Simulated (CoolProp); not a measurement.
Properties of hydrogen sulfide along the isobar 177 bar.

Computed with CoolProp (reference Helmholtz-energy equation of state, Lemmon 2006). It is a short technical equation, of lower accuracy than the large ones.

```tsv
T (°C)	phase	Z	cv (kJ/(kg K))	isothermal compressibility (1/MPa)	expansivity (1/kK)
88.45	liquid	0.3057	1.040	0.008663	4.744
102.45	supercritical	0.3170	1.038	0.01326	5.999
116.45	supercritical	0.3369	1.042	0.02241	8.068
130.35	supercritical	0.3717	1.050	0.04155	11.35
144.35	supercritical	0.4310	1.053	0.07123	14.18
158.25	supercritical	0.5061	1.038	0.08728	13.02
172.25	supercritical	0.5771	1.015	0.08698	10.32
186.25	supercritical	0.6364	0.9949	?	8.190
200.15	supercritical	0.6847	0.9797	0.07800	6.722
214.15	supercritical	0.7251	0.9686	0.07431	5.683
228.05	supercritical	0.7587	?	0.07139	4.932
242.05	supercritical	0.7876	?	0.06902	4.361
256.05	supercritical	0.8124	?	0.06711	3.916
269.95	supercritical	0.8337	0.9507	0.06554	3.563
283.95	supercritical	0.8526	0.9504	0.06423	3.272
297.85	supercritical	0.8690	0.9512	0.06313	3.031
```

Some entries are withheld; supply them.


- 186.25, isothermal compressibility (1/MPa): 0.08243
- 228.05, cv (kJ/(kg K)): 0.9608
- 242.05, cv (kJ/(kg K)): 0.9555
- 256.05, cv (kJ/(kg K)): 0.9523
